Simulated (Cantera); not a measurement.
An isothermal, constant-pressure homogeneous reactor starts with C₂H₄ : H₂ : N₂ = 1 : 1.3 : 0.097 (molar parts), at 1475 K and 1.20 bar.

Detailed kinetics in Cantera: GRI-Mech 3.0 (53 species, 325 reactions). GRI-Mech 3.0 was tuned for natural gas; its chemistry of ethylene as a main component is partial and can be far from experiment. GRI-Mech 3.0 stops at C3 and has no aromatics, soot or wall deposition, so with more carbon than oxygen in the feed, carbon stays in small species such as C2H2 where larger ones or solid carbon would form.

**Question.** Predict: x(C₂H₄) at 10.0 s; x(H₂) at 10.0 s; x(C₂H₂) at 10.0 s; x(H) at 10.0 s; x(CH₃) at 10.0 s; x(C₂H₆) at 10.0 s.

**Answer.** 
```
Quantity                                               Value
-----------------  -----------------------------------------
x(C₂H₄) at 10.0 s      0.0463 (gas-phase equilibrium 0.0439)
x(H₂) at 10.0 s          0.487 (gas-phase equilibrium 0.491)
x(C₂H₂) at 10.0 s        0.218 (gas-phase equilibrium 0.205)
x(H) at 10.0 s       8.32e-6 (gas-phase equilibrium 8.36e-6)
x(CH₃) at 10.0 s     7.31e-5 (gas-phase equilibrium 7.15e-5)
x(C₂H₆) at 10.0 s  0.000284 (gas-phase equilibrium 0.000271)
```
